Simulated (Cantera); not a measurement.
**Equilibrium for silicon nitride deposition: Si2Cl6 + NH3**

A closed system holds: 1 mol Si2Cl6, 4.2 mol NH3, at 8.80 Pa.

Equilibrium computed with Cantera from the NASA thermochemical tables; the gas is ideal and each condensed phase is pure. Candidate condensed phases: NH4Cl, Si, Si3N4; 28 gas species. The feed counts by its element totals alone. The tables' values for SiCl, SiCl3, SiN are old estimates; treat these amounts as uncertain. Rates play no part.

```csv
T (K),x HCl,x H2,x N2,x SiCl2,x H,x Si,x Cl,x SiCl4,n Si3N4(s)
725,0.416,0.428,0.109,5.25e-10,6.51e-12,<1e-12,6.94e-12,0.0474,0.510
825,0.453,0.407,0.102,1.45e-7,5.39e-10,<1e-12,6.13e-10,0.0375,0.542
925,0.480,0.392,0.0973,1.15e-5,1.74e-8,<1e-12,2.05e-8,0.0303,0.565
1025,0.498,0.382,0.0941,0.000379,2.87e-7,<1e-12,3.45e-7,0.0248,0.580
1125,0.501,0.376,0.0949,0.00612,2.91e-6,3.45e-12,3.44e-6,0.0185,0.573
1225,0.446,0.386,0.112,0.0424,2.06e-5,1.33e-9,2.05e-5,0.00745,0.472
1325,0.313,0.423,0.148,0.111,0.000113,1.87e-7,7.03e-5,0.000985,0.245
1425,0.187,0.462,0.181,0.168,0.000494,1.34e-5,0.000164,7.57e-5,0.0242
1525,0.174,0.464,0.184,0.174,0.00172,0.000174,0.000518,1.35e-5,0
1625,0.176,0.459,0.183,0.172,0.00510,0.00134,0.00154,3.35e-6,0
1725,0.185,0.444,0.181,0.162,0.0132,0.00706,0.00425,1.04e-6,0
1825,0.207,0.408,0.176,0.139,0.0300,0.0228,0.0116,4.05e-7,0
1925,0.234,0.351,0.166,0.101,0.0604,0.0487,0.0303,1.65e-7,0
2025,0.242,0.282,0.152,0.0574,0.109,0.0783,0.0695,5.17e-8,0
```
x: gas mole fraction; n: condensed amount in mol.

From 725 K to 1425 K the condensed part is Si3N4(s). From 1525 K to 2025 K nothing is condensed. The main Si-bearing gas is SiCl4 at 725 K and Si at 2025 K.
